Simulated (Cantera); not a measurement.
Input (Python, Cantera) and output of one run.

```python
import numpy as np
import cantera as ct

gas_names = """
    CL CL2 H HCL H2 N NH NH2 NH3 N2 N2H2 N2H4 Si SiCL SiCL2 SiCL3 SiCL4 SiH SiHCL3 SiH2 SiH2CL2 SiH3
    SiH3CL SiH4 SiN Si2 Si2N Si3
""".split()
cond_names = """
    NH4CL(a) NH4CL(b) Si(cr) Si(L) Si3N4(a)
""".split()


def load(file, names, dense=False):
    # The tables refer to 1 bar. Condensed volumes are neglected.
    table = {s.name: s for s in ct.Species.list_from_file(file)}
    out = []
    for n in names:
        d = dict(table[n].input_data)
        d["thermo"] = dict(d["thermo"], **{"reference-pressure": 1e5})
        if dense:
            d["equation-of-state"] = {"model": "constant-volume", "density": "1e6 g/cm^3"}
        out.append(ct.Species.from_dict(d))
    return out


gas = ct.Solution(thermo="ideal-gas", species=load("nasa_gas.yaml", gas_names))
cond = {s.name: ct.Solution(thermo="fixed-stoichiometry", species=[s], name=s.name)
        for s in load("nasa_condensed.yaml", cond_names, dense=True)}
atoms = {
    'SiHCl3': {'Si': 1, 'H': 1, 'CL': 3},
    'HCl': {'H': 1, 'CL': 1},
    'N2': {'N': 2},
}
top_T = {'Si3N4(a)': 2400}  # K; cautious upper limits of use, not melting points


def equilibrate(T, P, feed):
    n = {}
    for name, mol in feed.items():
        for a, k in atoms[name].items():
            n[a] = n.get(a, 0.0) + k * mol
    gas.TPX = T, P, n
    mass = sum(n.values()) * gas.mean_molecular_weight
    gas.equilibrate("TP")
    valid = [c for c in cond.values() if c.min_temp <= T <= top_T.get(c.name, c.max_temp)]
    mix = ct.Mixture([(gas, mass / gas.mean_molecular_weight)] + [(c, 0.0) for c in valid])
    mix.T, mix.P = T, P
    mix.equilibrate("TP", solver="vcs", rtol=1e-11, max_steps=5000)
    return mix


results = []
feed = {'SiHCl3': 1, 'HCl': 0.4, 'N2': 13}  # mol
T = 1723  # K
P = 101325  # Pa
mix = equilibrate(T, P, feed)
results.append((T, P, feed, dict(zip(mix.species_names, mix.species_moles))))
x = sorted(zip(gas.X, gas.species_names), reverse=True)
print(f"T = {T:g} K  P = {P:g} Pa  gas = {mix.phase_moles(0):.4g} mol")
print("   x: " + "  ".join(f"{s} {v:.3e}" for v, s in x if v > 1e-06))
print("   condensed (mol): " + ("  ".join(f"{mix.phase(i).name} {mix.phase_moles(i):.4g}"
      for i in range(1, mix.n_phases) if mix.phase_moles(i) > 1e-12) or "none"))
```

It prints:

```
T = 1723 K  P = 101325 Pa  gas = 15 mol
   x: N2 8.606e-01  HCL 7.047e-02  SiCL2 2.982e-02  SiCL3 1.438e-02  SiCL4 1.301e-02  H2 1.120e-02  SiHCL3 4.259e-04  CL 9.343e-05  H 1.918e-05  SiH2CL2 2.455e-06  SiCL 1.765e-06
   condensed (mol): Si3N4(a) 0.04514
```

These are equilibrium values from Cantera (NASA tables, ideal gas, pure condensed phases), not measurements of a reactor. The tables' values for SiCl3 are old estimates; treat these amounts as uncertain.
